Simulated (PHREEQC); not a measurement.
PHREEQC input (ion-association model, wateq4f.dat):

```
SOLUTION_MASTER_SPECIES
  An  An-  0  An  62.0  # stands for a non-complexing anion
SOLUTION_SPECIES
  An- = An-
    -log_k 0
    -gamma 3.0 0
PHASES
  Fix_H+
    H+ = H+
    -log_k 0
SOLUTION 1
  temp 25
  units mmol/kgw
  pH 7 charge
  Cl 0.076
  Sr 0.038
  S(6) 0.016
  Ag 0.032
  Na 50
  An 50
END
SELECTED_OUTPUT 1
  -reset false
  -pH true
  -pe true
  -ionic_strength true
  -water true
  -totals Ag Cl Na S Sr S(-2) S(6)
  -molalities Hfo_wOH Hfo_wOH2+ Hfo_wO- Hfo_sOH Hfo_sOH2+ Hfo_sO- Hfo_sOAg Hfo_wOAg Hfo_wSO4- Hfo_wOHSO4-2
    Hfo_sOHSr+2 Hfo_wOSr+ Hfo_wOSrOH
  -saturation_indices Celestite Cerargyrite Ag2O Ag2SO4 Halite Mirabilite
USER_PUNCH 1
  -headings sigma psi
  10 PUNCH EDL("sigma", "Hfo"), EDL("psi", "Hfo")
PRINT
  -reset false
USE solution 1
SURFACE 1
  Hfo_wOH 3.14607e-05 600 0.014
  Hfo_sOH 7.86517e-07
EQUILIBRIUM_PHASES 1
  Fix_H+ -4 HAn 10
    -force_equality true
  O2(g) -0.68 10
END
# ... the last block is repeated for the other 12 points of pH, with NaOH or the acid as the point needs
```

Selected output (columns that matter, 13 of 13 rows; pH added in front):

```
pH	mu	Ag	Na	S	Sr	m_Hfo_wOH	m_Hfo_wOH2+	si_Celestite	si_Cerargyrite	si_Ag2O	si_Halite	si_Mirabilite	sigma	psi
4	0.050274	3.2e-05	0.05	8.5943e-06	3.8e-05	1.843e-06	2.2209e-05	-3.5641	0.9068	-13.817	-7.1925	-7.1168	0.16627	0.13068
4.67	0.050183	3.1996e-05	0.05	1.015e-05	3.8e-05	5.7222e-06	1.9851e-05	-3.4898	0.9068	-12.477	-7.1924	-7.0425	0.14285	0.12303
5.33	0.050163	3.1967e-05	0.05	1.2473e-05	3.8e-05	1.2439e-05	1.5263e-05	-3.3999	0.9064	-11.158	-7.1924	-6.9526	0.11174	0.11069
6	0.050159	3.182e-05	0.05	1.4682e-05	3.7999e-05	1.9357e-05	9.9179e-06	-3.329	0.9045	-9.8222	-7.1923	-6.8817	0.078916	0.093492
6.67	0.050158	3.151e-05	0.05	1.5766e-05	3.7998e-05	2.2932e-05	6.3988e-06	-3.2981	0.9004	-8.4907	-7.1922	-6.8508	0.04738	0.069469
7.33	0.050156	3.1254e-05	0.05	1.5977e-05	3.7993e-05	2.3888e-05	4.7194e-06	-3.2923	0.897	-7.1778	-7.192	-6.845	0.022111	0.039297
8	0.050157	3.0976e-05	0.050002	1.5998e-05	3.7971e-05	2.3925e-05	3.7284e-06	-3.292	0.8932	-5.8457	-7.1919	-6.8444	0.0029504	0.0057578
8.67	0.050162	3.0057e-05	0.050009	1.6e-05	3.7796e-05	2.2972e-05	2.7905e-06	-3.294	0.8804	-4.5321	-7.1914	-6.8442	-0.01473	-0.027477
9.33	0.050182	2.7216e-05	0.050037	1.6e-05	3.6444e-05	1.8687e-05	1.3674e-06	-3.3099	0.838	-3.2997	-7.1898	-6.8438	-0.032582	-0.053497
10	0.050277	2.3144e-05	0.050146	1.6e-05	3.3091e-05	9.3858e-06	2.2757e-07	-3.3524	0.7668	-2.106	-7.1869	-6.8423	-0.042652	-0.064755
10.67	0.050728	2.1071e-05	0.050607	1.6e-05	3.067e-05	2.8377e-06	1.6568e-08	-3.3882	0.7143	-0.873	-7.1823	-6.8363	-0.045915	-0.067811
11.33	0.052796	2.1286e-05	0.052682	1.6e-05	2.9134e-05	6.9713e-07	9.3021e-10	-3.4234	0.654	0.3267	-7.1661	-6.8104	-0.048032	-0.068933
12	0.062707	2.5173e-05	0.062614	1.6e-05	2.5397e-05	1.7071e-07	5.2794e-11	-3.5401	0.377	1.117	-7.0987	-6.7004	-0.054812	-0.071006
```

Along this series the solution becomes supersaturated in solids that the run did not let form, among them Cerargyrite, Ag2O. Species that the database lacks are ignored.
